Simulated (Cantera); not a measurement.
Charge: 1 mol Cr, 0.16 mol O2, 6.9 mol N2, held at 1.70 Pa.

Cantera equilibrium calculation (NASA polynomials, part measured and part estimated; ideal gas, pure solids and liquids). Candidate condensed phases: Cr, CrN, Cr2N, Cr2O3; 14 gas species. Equilibrium is a limit: real reactors are often held back by kinetics, nucleation or transport. All values below are at 1700 K.

Base state: N2 0.897, Cr 0.102, CrO 0.000961 (mole fractions); condensed: Cr2O3(s).

Question: What changes in the equilibrium state with this change: pressure from 1.70 Pa to 1300 Pa?

Answer: 
| species | before | after |
|---|---|---|
| N2 | 0.897 | 0.998 |
| Cr | 0.102 | 0.00160 |
| CrO | 0.000961 | 2.88e-6 |
| Cr2O3(s), mol | 0.104 | 0.107 |
| Cr(s), mol | 0 | 0.776 |
Mutual solubility and eutectic melting of coexisting phases are not modelled.

Question: What changes in the equilibrium state with this change: Cr replaced by V?

Answer: 
```json
[
 {"species": "N2", "before": "0.897", "after": "0.999"},
 {"species": "V", "before": "0", "after": "0.000634"},
 {"species": "VO", "before": "0", "after": "0.000458"},
 {"species": "Cr", "before": "0.102", "after": "0"},
 {"species": "CrO", "before": "0.000961", "after": "0"},
 {"species": "VO2", "before": "0", "after": "2.01e-5"},
 {"species": "Cr2O3(s), mol", "before": "0.104", "after": "0"},
 {"species": "V(s), mol", "before": "0", "after": "0.676"},
 {"species": "VO(s), mol", "before": "0", "after": "0.317"}
]
```
Mutual solubility and eutectic melting of coexisting phases are not modelled. VO: taken at fixed stoichiometry. Condensed phases not in the tables: V2N, N, O or C dissolved in the metal. Further candidate phases: V, VN, VO, V2O3, V2O4, V2O5.

Question: What changes in the equilibrium state with this change: O2 from 0.16 to 2 mol?

Answer: 
```json
[
 {"species": "N2", "before": "0.897", "after": "0.843"},
 {"species": "O2", "before": "1.04e-8", "after": "0.149"},
 {"species": "O", "before": "1.10e-6", "after": "0.00419"},
 {"species": "Cr", "before": "0.102", "after": "4.36e-7"},
 {"species": "CrO2", "before": "8.16e-6", "after": "0.000502"},
 {"species": "CrO3", "before": "<1e-9", "after": "1.73e-5"},
 {"species": "NO", "before": "6.88e-7", "after": "0.00253"},
 {"species": "CrO", "before": "0.000961", "after": "1.56e-5"},
 {"species": "Cr2O3(s), mol", "before": "0.104", "after": "0.498"}
]
```
